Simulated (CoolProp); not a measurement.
Vapour-liquid equilibrium of chloromethane (R40) (1) + isobutene (2) at 2.97 MPa; x and y are mole fractions of (1).

Values from CoolProp's multi-fluid Helmholtz-energy mixture model, Thol 2014 and Lemmon 2005; pair parameters Bell 2016.

| x | bubble temperature (°C) | y at the bubble point | dew temperature at overall composition x (°C) | liquid density (mol/L) |
|---|---|---|---|---|
| 0.05 | 124.5 | 0.067 | 125.1 | 7.426 |
| 0.15 | 120.0 | 0.194 | 121.6 | 7.967 |
| 0.25 | 116.0 | 0.313 | 118.1 | 8.532 |
| 0.35 | 112.4 | 0.423 | 114.8 | 9.132 |
| 0.45 | 109.1 | 0.526 | 111.6 | 9.778 |
| 0.55 | 106.2 | 0.622 | 108.4 | 10.48 |
| 0.65 | 103.4 | 0.713 | 105.3 | 11.24 |
| 0.75 | 100.9 | 0.800 | 102.3 | 12.09 |
| 0.85 | 98.5 | 0.883 | 99.5 | 13.03 |
| 0.95 | 96.3 | 0.962 | 96.7 | 14.07 |

No azeotrope shows between x = 0.05 and 0.95.

Pair parameters are fitted to limited data, so mixtures are less certain than the pure fluids.
